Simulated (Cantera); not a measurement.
Feed: 1 mol NaOH, 0.1 mol CO2, 2 mol H2O, held at 1527 °C and 39.0 Pa.

These are equilibrium values from Cantera (NASA tables, ideal gas, pure condensed phases), not measurements of a reactor. Candidate condensed phases: C, C6H6, C7H8, C8H18, H2O, Na, NaOH, NaO2, Na2CO3, Na2O, Na2O2; 117 gas species. Kinetics and transport are ignored.

Base state: H2O 0.632, Na 0.241, O2 0.0616, CO2 0.0251, NaOH 0.0203, OH 0.00908, H2 0.00694, O 0.00153 (mole fractions); condensed: gas only.

Question: What changes in the equilibrium state with this change: H2O from 2 to 0.036 mol?

Answer: 
```json
[
 {"species": "Na", "before": "0.241", "after": "0.507"},
 {"species": "H2O", "before": "0.632", "after": "0.267"},
 {"species": "O2", "before": "0.0616", "after": "0.126"},
 {"species": "CO2", "before": "0.0251", "after": "0.0525"},
 {"species": "NaOH", "before": "0.0203", "after": "0.0332"},
 {"species": "H2", "before": "0.00694", "after": "0.00206"},
 {"species": "NaO", "before": "0.000221", "after": "0.000665"},
 {"species": "H", "before": "0.00151", "after": "0.000822"},
 {"species": "CO", "before": "0.00105", "after": "0.00154"},
 {"species": "O", "before": "0.00153", "after": "0.00218"}
]
```
